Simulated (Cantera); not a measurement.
## Pyrogenic steam for wet oxidation

An isothermal, constant-pressure homogeneous reactor starts with 31.2 % H₂, 42.2 % O₂, 26.6 % N₂, at 1375 K and 0.750 bar.

Computed with Cantera and the H2/O2 subset of GRI-Mech 3.0, which has no nitrogen chemistry. The temperature is held fixed by assumption; the heat of reaction is taken as removed at once.

| t (s) | x H₂ | x O₂ | x HO₂ | x OH | x O | x H₂O₂ |
|---|---|---|---|---|---|---|
| 9.00e-6 | 0.307 | 0.420 | 7.42e-5 | 0.000583 | 0.000772 | 5.76e-7 |
| 3.30e-5 | 0.00721 | 0.310 | 0.000216 | 0.00771 | 0.00764 | 1.28e-5 |
| 0.000121 | 0.000341 | 0.314 | 3.12e-5 | 0.00140 | 0.000286 | 2.39e-6 |
| 0.000445 | 2.36e-5 | 0.315 | 3.68e-6 | 0.000458 | 2.86e-5 | 5.42e-7 |
| 0.00163 | 2.85e-6 | 0.315 | 6.83e-7 | 0.000191 | 4.97e-6 | 1.40e-7 |
| 0.00600 | 6.12e-7 | 0.315 | 2.32e-7 | 9.31e-5 | 1.19e-6 | 4.15e-8 |
| 0.0220 | 2.59e-7 | 0.315 | 1.79e-7 | 5.85e-5 | 4.73e-7 | 1.89e-8 |
| 0.0809 | 2.34e-7 | 0.315 | 1.78e-7 | 5.48e-5 | 4.15e-7 | 1.70e-8 |
| 0.297 | 2.34e-7 | 0.315 | 1.78e-7 | 5.48e-5 | 4.15e-7 | 1.70e-8 |
| 1.09 | 2.34e-7 | 0.315 | 1.78e-7 | 5.48e-5 | 4.15e-7 | 1.70e-8 |
| 4.00 | 2.34e-7 | 0.315 | 1.78e-7 | 5.48e-5 | 4.15e-7 | 1.70e-8 |
x: mole fraction; the columns are a selection and need not sum to one.

Equilibrium at this temperature and pressure: H₂ 2.34e-7, O₂ 0.315, HO₂ 1.78e-7, OH 5.48e-5, O 4.15e-7, H₂O₂ 1.70e-8 (gas phase only).
